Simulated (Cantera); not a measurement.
Charge: 1 mol B₂O₃, 4.5 mol H₂O, 24 mol H₂, held at 13300 Pa.

Method: chemical equilibrium by Gibbs-energy minimisation in Cantera with the NASA 1993 tables (ideal gas, pure condensed phases). Candidate condensed phases: B, B₂O₃, B₃O₃H₃, H₂O; 23 gas species. Kinetics and transport are ignored. All values below are at 1725 °C.

Base state: H₂ 0.808, H₂O 0.124, HBO₂ 0.0594, H 0.00395, B₂O₃ 0.00297, HBO 0.00214, BO 0.000152, OH 6.01e-5 (mole fractions); condensed: gas only.

### Question
What changes in the equilibrium state with this change: H₂O from 4.5 to 2.4 mol?

### Answer
```csv
species,before,after
H₂,0.808,0.867
H₂O,0.124,0.0613
HBO₂,0.0594,0.0569
B₂O₃,0.00297,0.00550
B₂O₂,1.55e-5,6.21e-5
OH,6.01e-5,2.88e-5
HBO,0.00214,0.00444
BO,0.000152,0.000305
```

### Question
What changes in the equilibrium state with this change: B₂O₃ replaced by borazine?

### Answer
```tsv
species	before	after
H₂	0.808	0.878
N₂	0	0.0433
HBO	0.00214	0.0270
H₂O	0.124	0.00441
B₂O₃	0.00297	0.0143
HBO₂	0.0594	0.0246
B₂O₂	1.55e-5	0.00228
OH	6.01e-5	2.06e-6
BO	0.000152	0.00184
```
The feed counts by its element totals alone. Further candidate phases: BN.
